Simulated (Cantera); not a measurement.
Charge: 1 mol SiHCl3, 0.87 mol C2H2, 310 mol H2, 0.011 mol C2H4, at 2.03 Torr.

Method: chemical equilibrium by Gibbs-energy minimisation in Cantera with the NASA 1993 tables (ideal gas, pure condensed phases). Candidate condensed phases: C, C6H6, C7H8, C8H18, Si, SiC; 109 gas species. Rates play no part.

Over these rows the condensed part is C(graphite) + SiC(s). Partial pressures as log10 of bar:

| T (K) | 1000/T (1/K) | log p Si | log p H2 |
|---|---|---|---|
| 1648 | 0.6068 | -8.50 | -2.57 |
| 1698 | 0.5889 | -8.02 | -2.57 |
| 1748 | 0.5721 | ? | -2.57 |
| 1798 | 0.5562 | -7.13 | -2.58 |
| 1848 | 0.5411 | -6.73 | -2.58 |
| 1898 | 0.5269 | -6.34 | -2.58 |

Problem. Fit log p(Si) = a + b·(1000/T) to the five rows, give the apparent enthalpy, and predict the row at 1748 K.

Solution. Means: 1000/T = 0.5640, log p = -7.344. Sxy = -0.119287, Sxx = 0.0044135, so b = -27.03 and a = -7.344 − (-27.03)×0.5640 = 7.90.
Apparent enthalpy: −19.145 × (-27.03) = 517 kJ/mol. The condensed phases alone fix this pressure, through SiC(s) = Si(g) + C(graphite), so the slope is that reaction's ΔH° and the other gases don't enter. The five rows lie within 0.01 of the line.
Prediction at 1748 K: 7.90 + (-27.03)×0.5721 = -7.56. The computed value is -7.56, 0.00 from the line.
